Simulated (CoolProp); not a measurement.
Vapour-liquid equilibrium of R125 (1) + R227EA (2) at -72.35 °C; x and y are mole fractions of (1).

The numbers come from the multi-fluid Helmholtz-energy mixture model, Lemmon 2005 and Lemmon 2016; pair parameters Bell 2016 in CoolProp.

### Question
Give the bubble pressure and the first vapour's composition at x = 0.125, 0.725, 0.875. Is there an azeotrope?

### Answer
x = 0.125: 0.006663 MPa, y = 0.490; x = 0.725: 0.01994 MPa, y = 0.945; x = 0.875: 0.02318 MPa, y = 0.978. No azeotrope shows between x = 0.05 and 0.95.

Pair parameters are fitted to limited data, so mixtures are less certain than the pure fluids.
